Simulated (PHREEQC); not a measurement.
Consider water at 25 °C with 0.0011 mol/kgw H3PO4 and 0.00055 mol/kgw K2HPO4. Closed to the air; pH follows from the charge balance.

Equilibrium calculation in PHREEQC: ion-association model, wateq4f.dat.

| Item | Result |
|---|---|
| pH | 3.36 |
| ionic strength | 0.00155 mol/kgw |
| total alkalinity | -0.550 meq/kg |

```json
[
 {"species": "H2PO4-", "molality": "0.00155", "activity": "0.00149", "log γ": "-0.019"},
 {"species": "K+", "molality": "0.00110", "activity": "0.00105", "log γ": "-0.019"},
 {"species": "H+", "molality": "0.000455", "activity": "0.000436", "log γ": "-0.018"},
 {"species": "H3PO4", "molality": "9.56e-5", "activity": "9.56e-5", "log γ": "0.000"},
 {"species": "HPO4-2", "molality": "2.52e-7", "activity": "2.12e-7", "log γ": "-0.076"}
]
```

No solid was allowed to form. Species that the database lacks are ignored. H3PO4, which wateq4f.dat lacks, is added to it with the constant of phreeqc.dat.
